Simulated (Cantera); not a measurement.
# Ignition delay

Mixture: 5.41 % CH4, 7.58 % CO, 18.3 % O2, 68.7 % N2, equivalence ratio 0.80, at 1.01 bar, adiabatic and at constant pressure. Ignition delay is the time to a rise of 400 K.

Model: GRI-Mech 3.0 (53 species, 325 reactions), integrated in Cantera.

| T0 (K) | delay (ms) |
|---|---|
| 1225 | 31.0 |
| 1275 | 14.7 |
| 1325 | 7.34 |
| 1375 | 3.84 |
| 1425 | 2.12 |
| 1475 | 1.24 |
| 1525 | 0.764 |

The apparent activation energy between 1425 and 1525 K comes out as 180 kJ/mol.
